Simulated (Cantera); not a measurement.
A perfectly stirred reactor is fed with H₂ : O₂ : N₂ = 1.7 : 1 : 11 (molar parts), at 750 Torr; it is held at 1350 K, and followed from long to short residence time.

Cantera simulation using the H2/O2 subset of GRI-Mech 3.0, which has no nitrogen chemistry; the numbers are that mechanism's predictions, not measurements. The temperature is held fixed by assumption; the heat of reaction is taken as removed at once.

Predict: x(H₂) at τ = 12.0 s; x(O₂) at τ = 12.0 s; x(H₂O₂) at τ = 12.0 s; x(H) at τ = 12.0 s; x(OH) at τ = 12.0 s; x(H₂) at τ = 31.0 ms; x(O₂) at τ = 31.0 ms; x(H₂O₂) at τ = 31.0 ms; x(H) at τ = 31.0 ms; x(OH) at τ = 31.0 ms.


```
Item                      Result
----------------------  --------
x(H₂) at τ = 12.0 s      2.32e-5
x(O₂) at τ = 12.0 s       0.0117
x(H₂O₂) at τ = 12.0 s    4.25e-8
x(H) at τ = 12.0 s       6.05e-7
x(OH) at τ = 12.0 s      7.25e-5
x(H₂) at τ = 31.0 ms     0.00114
x(O₂) at τ = 31.0 ms      0.0121
x(H₂O₂) at τ = 31.0 ms   7.29e-7
x(H) at τ = 31.0 ms     0.000211
x(OH) at τ = 31.0 ms    0.000521
```
